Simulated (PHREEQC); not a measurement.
Dissolve 0.053 mol TMAH per kg of water at 25 °C. Closed to the air; pH follows from the charge balance.

Model: ion-association model, phreeqc.dat, run in PHREEQC.

No solid was allowed to form.

**Question.** Predict the pH.

**Answer.** pH 12.63.

Species that the database lacks are ignored. (CH3)4N+ isn't in the database: it is added as a free cation with an ion size of 4 Å.
